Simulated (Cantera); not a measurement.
# Thermodynamics of iron carbonyl, mercury and lead vapours, feed HgO + H2

A closed system holds: 1 mol HgO, a varied amount of H2, equilibrated at 873 K and 1 atm.

Equilibrium computed with Cantera from the NASA thermochemical tables; the gas is ideal and each condensed phase is pure. Candidate condensed phases: H2O, Hg, HgO; 10 gas species. Rates play no part.

```csv
n(H2) (mol),log p H2,log p Hg,log p H2O,log p O2,log p OH
0.32,<-11,-0.21,-0.71,-0.68,-8.03
0.55,<-11,-0.24,-0.50,-0.89,-7.98
0.95,-11.30,-0.29,-0.31,-1.89,-8.13
1.6,-0.63,-0.41,-0.41,<-11,<-11
2.8,-0.32,-0.57,-0.57,<-11,<-11
4.9,-0.17,-0.77,-0.77,<-11,<-11
8.4,-0.10,-0.97,-0.97,<-11,<-11
14,-0.06,-1.17,-1.17,<-11,<-11
25,-0.03,-1.41,-1.41,<-11,<-11
43,-0.01,-1.64,-1.64,<-11,<-11
74,-0.01,-1.87,-1.87,<-11,<-11
```
log p: log10 of the partial pressure in bar; nothing condenses.

From 0.32 mol H2 to 74 mol H2 nothing is condensed. The main Hg-bearing gas is Hg throughout.
